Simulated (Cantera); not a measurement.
Feed: 1 mol SiH2Cl2, 17 mol NH3, at 0.00320 bar.

Cantera equilibrium calculation (NASA polynomials, part measured and part estimated; ideal gas, pure solids and liquids). Candidate condensed phases: NH4Cl, Si, Si3N4; 28 gas species. The tables' values for SiCl3 are old estimates; treat these amounts as uncertain. Equilibrium is a limit: real reactors are often held back by kinetics, nucleation or transport.

Q: At 1448 K, list the 4 most abundant gas species with their mole fractions, and the condensed phases.

A: H2 0.722, N2 0.222, HCl 0.0545, SiCl2 0.00102. Condensed: Si3N4(s).
